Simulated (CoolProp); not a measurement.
A Linde-Hampson liquefier for ethane: isothermal reversible compression at 320 K from 1 atm to 5 MPa, throttling to 1 atm, return gas leaving the recuperator 5 K below the feed. Each further row changes one setting.

Computed with CoolProp (reference Helmholtz-energy equation of state, Bücker 2006).

| case | liquid yield per pass | compression work (kJ/kg of gas) |
|---|---|---|
| as stated | ? | 315 |
| high pressure 10 MPa | ? | ? |
| warm-end temperature 350 K | 0.101 | ? |
| warm-end gap 10 K | ? | 315 |

Question: Complete the blanks.

Answer: 
- as stated, liquid yield per pass: 0.165
- high pressure 10 MPa, liquid yield per pass: 0.426
- high pressure 10 MPa, compression work (kJ/kg of gas): 338
- warm-end temperature 350 K, compression work (kJ/kg of gas): 354
- warm-end gap 10 K, liquid yield per pass: 0.154
